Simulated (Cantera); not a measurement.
Ammonia decomposition in nitride growth gas

A perfectly stirred reactor is fed with NH₃ : N₂ = 1 : 3.1 (molar parts), at 0.0400 bar; it is held at 2048 K, and followed from long to short residence time.

Computed with Cantera and the gas-phase N/H chemistry of the illustrative SiF4/NH3 mechanism in the Surface Chemkin manual (1991). Walls and surfaces, which speed up NH3 decomposition in real reactors, are not modelled.

```
τ (s)      x NH₃     x NH₂      x H₂    x N₂H₄       x N     x NH   x N₂H₂
-------  -------  --------  --------  --------  --------  -------  -------
13       0.00708   6.49e-5     0.285  5.32e-11   1.70e-6  6.15e-6  4.43e-8
3.9       0.0222  0.000143     0.267  2.57e-10   1.76e-6  9.28e-6  1.59e-7
1.2       0.0565  0.000278     0.225  9.77e-10   1.85e-6  1.33e-5  4.82e-7
0.37       0.116  0.000472     0.154   2.82e-9   1.79e-6  1.71e-5  1.16e-6
0.11       0.182  0.000687    0.0743   5.98e-9   1.35e-6  1.83e-5  2.05e-6
0.035      0.220  0.000860    0.0278   9.36e-9   6.56e-7  1.56e-5  2.54e-6
0.011      0.236  0.000934   0.00813   1.10e-8   1.87e-7  1.09e-5  2.34e-6
0.0033     0.242  0.000744   0.00159   7.01e-9   3.51e-8  6.05e-6  1.26e-6
0.0010     0.243  0.000329  0.000226   1.37e-9   6.09e-9  1.78e-6  2.10e-7
0.00031    0.244  0.000105   5.41e-5  1.40e-10  7.92e-10  2.38e-7  1.71e-8
```
x: mole fraction; the columns are a selection and need not sum to one.
